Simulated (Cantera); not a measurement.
Charge: 1 mol C₆H₆, 0.79 mol H₂O, 0.52 mol N₂, at 100000 Pa.

Cantera equilibrium calculation (NASA polynomials, part measured and part estimated; ideal gas, pure solids and liquids). Candidate condensed phases: C, C₆H₆, C₇H₈, C₈H₁₈, H₂O; 136 gas species. The numbers say what is thermodynamically allowed, not how fast it happens.

x: gas mole fraction; n: condensed amount in mol.

```csv
T (K),x H₂,x CO,x N₂,x CH₄,x H₂O,x CO₂,x HCN,n C(graphite)
998,0.683,0.119,0.111,0.0456,0.0331,0.00832,1.38e-6,5.19
1048,0.705,0.137,0.107,0.0290,0.0180,0.00414,2.97e-6,5.18
1098,0.718,0.146,0.105,0.0189,0.00965,0.00195,5.95e-6,5.17
1148,0.727,0.151,0.104,___,___,___,___,5.18
1198,0.732,0.153,0.103,0.00859,0.00297,0.000454,2.00e-5,5.18
1248,0.735,0.154,0.103,0.00603,0.00174,0.000234,3.41e-5,5.19
1298,0.737,0.154,0.102,0.00433,0.00106,0.000126,5.59e-5,5.19
1348,0.739,0.155,0.102,0.00319,0.000667,7.13e-5,8.80e-5,5.20
1398,0.740,0.155,0.102,0.00239,0.000434,4.20e-5,0.000134,5.20
1448,0.741,0.155,0.102,0.00183,0.000291,2.56e-5,0.000199,5.20
1498,0.741,0.155,0.102,0.00143,0.000200,1.62e-5,0.000287,5.20
1548,0.741,0.155,0.102,___,___,___,___,5.20
1598,0.742,0.155,0.102,0.000906,0.000102,7.09e-6,0.000555,5.20
1648,0.742,0.155,0.102,0.000737,7.48e-5,4.88e-6,0.000750,5.20
```

Some entries are withheld; supply them.


- 1548, x CH₄: 0.00113
- 1548, x H₂O: 0.000141
- 1548, x CO₂: 1.06e-5
- 1548, x HCN: 0.000403
- 1148, x CH₄: 0.0126
- 1148, x H₂O: 0.00526
- 1148, x CO₂: 0.000924
- 1148, x HCN: 1.12e-5
